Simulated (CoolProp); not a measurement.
Properties of n-heptane at several states.

The numbers come from the reference Helmholtz-energy equation of state, Span 2003 in CoolProp. It is a short technical equation, of lower accuracy than the large ones.

| T (°C) | p (MPa) | phase | isothermal compressibility (1/MPa) | viscosity (µPa s) | Prandtl number |
|---|---|---|---|---|---|
| 122.75 | 0.0102 | gas | 98.44 | 7.75 | ? |
| 140.05 | 0.365 | liquid | 0.004848 | ? | ? |
| -1.45 | 0.187 | liquid | ? | 533 | ? |
| 72.45 | 0.661 | liquid | ? | ? | 5.56 |
| 49.05 | 1.57 | liquid | 0.001744 | 311 | 6.25 |
| 196.55 | 13 | liquid | 0.004944 | ? | 4.00 |

### Question
Fill in the missing entries.

### Answer

- 122.75, Prandtl number: 0.769
- 140.05, viscosity (µPa s): 143
- 140.05, Prandtl number: 4.36
- -1.45, isothermal compressibility (1/MPa): 0.001177
- -1.45, Prandtl number: 8.79
- 72.45, isothermal compressibility (1/MPa): 0.002202
- 72.45, viscosity (µPa s): 248
- 196.55, viscosity (µPa s): 124

Viscosity comes from a separate model (Michailidou 2014). Thermal conductivity comes from a separate model (Assael 2013).
